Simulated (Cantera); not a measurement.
Catalytic combustion on Pt

An isothermal plug-flow reactor at 748 K and 3750 Torr (inlet), inlet velocity 0.49 m/s, active area per volume 1400 1/m; feed CO : O₂ : N₂ = 0.028 : 0.16 : 0.79 (molar parts), equivalence ratio 0.087.

Cantera simulation using Deutschmann's 1995 Pt surface mechanism with GRI-Mech 3.0 gas chemistry; the numbers are that mechanism's predictions, not measurements. Catalytic surfaces can have several steady states; this one follows from the mechanism file's or the stated starting coverage. Mass transfer to the wall is taken as infinitely fast.

```json
[
 {"z (m)": "0.00016", "x CO": "0.0275", "x O₂": "0.163", "x H₂O": "<1e-12", "x CO₂": "0.00118", "θ free Pt": "0.0303", "θ O*": "0.0178", "θ CO*": "0.952"},
 {"z (m)": "0.00027", "x CO": "0.0266", "x O₂": "0.163", "x H₂O": "<1e-12", "x CO₂": "0.00204", "θ free Pt": "0.0310", "θ O*": "0.0186", "θ CO*": "0.950"},
 {"z (m)": "0.00044", "x CO": "0.0252", "x O₂": "0.162", "x H₂O": "<1e-12", "x CO₂": "0.00343", "θ free Pt": "0.0322", "θ O*": "0.0200", "θ CO*": "0.948"},
 {"z (m)": "0.00074", "x CO": "0.0225", "x O₂": "0.161", "x H₂O": "<1e-12", "x CO₂": "0.00621", "θ free Pt": "0.0351", "θ O*": "0.0238", "θ CO*": "0.941"},
 {"z (m)": "0.0012", "x CO": "0.0169", "x O₂": "0.159", "x H₂O": "<1e-12", "x CO₂": "0.0119", "θ free Pt": "0.0447", "θ O*": "0.0392", "θ CO*": "0.916"},
 {"z (m)": "0.0021", "x CO": "0.00713", "x O₂": "0.154", "x H₂O": "<1e-12", "x CO₂": "0.0218", "θ free Pt": "0.0147", "θ O*": "0.982", "θ CO*": "0.00310"},
 {"z (m)": "0.0034", "x CO": "0.00590", "x O₂": "0.154", "x H₂O": "<1e-12", "x CO₂": "0.0231", "θ free Pt": "0.0115", "θ O*": "0.987", "θ CO*": "0.00156"},
 {"z (m)": "0.0057", "x CO": "0.00470", "x O₂": "0.153", "x H₂O": "<1e-12", "x CO₂": "0.0243", "θ free Pt": "0.00976", "θ O*": "0.989", "θ CO*": "0.000903"},
 {"z (m)": "0.0096", "x CO": "0.00351", "x O₂": "0.153", "x H₂O": "<1e-12", "x CO₂": "0.0255", "θ free Pt": "0.00867", "θ O*": "0.991", "θ CO*": "0.000529"},
 {"z (m)": "0.016", "x CO": "0.00237", "x O₂": "0.152", "x H₂O": "<1e-12", "x CO₂": "0.0266", "θ free Pt": "0.00791", "θ O*": "0.992", "θ CO*": "0.000298"}
]
```
x: gas mole fraction; θ: surface coverage.
